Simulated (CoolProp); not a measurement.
Carbonyl sulfide along the isotherm 260.3 K: fugacity coefficient from the reference equation and from simpler models built on Tc = 378.8 K, pc = 6369 kPa, ω = 0.098; each cubic takes its own stable root.

Model: reference Helmholtz-energy equation of state, Lemmon 2006, in CoolProp. It is a short technical equation, of lower accuracy than the large ones.

```
p (kPa)   phase  reference  van der Waals  Redlich-Kwong  Soave-Redlich-Kwong  Peng-Robinson
-------  ------  ---------  -------------  -------------  -------------------  -------------
158         gas     0.9738         0.9824         0.9761               0.9756         0.9744
246         gas     0.9592         0.9725         0.9628               0.9620         0.9602
383         gas     0.9364         0.9573         0.9421               0.9410         0.9381
597      liquid     0.6787         0.9334         0.7422               0.6816         0.6804
929      liquid     0.4399         0.8962         0.4813               0.4419         0.4407
1450     liquid     0.2856         0.7048         0.3127               0.2871         0.2859
2250     liquid     0.1878         0.4688         0.2060               0.1891         0.1878
3510     liquid     0.1243         0.3157         0.1366               0.1254         0.1240
5460     liquid    0.08394         0.2189        0.09254              0.08490        0.08348
8510     liquid    0.05814         0.1578        0.06441              0.05905        0.05754
13200    liquid    0.04214         0.1214        0.04700              0.04306        0.04137
20600    liquid    0.03241         0.1023        0.03651              0.03341        0.03142
32100    liquid    0.02752        0.09928        0.03142              0.02872        0.02615
50000    liquid    0.02710         0.1193        0.03152              0.02876        0.02496
```

At some of these states van der Waals gives the other phase, because its saturation line lies elsewhere.
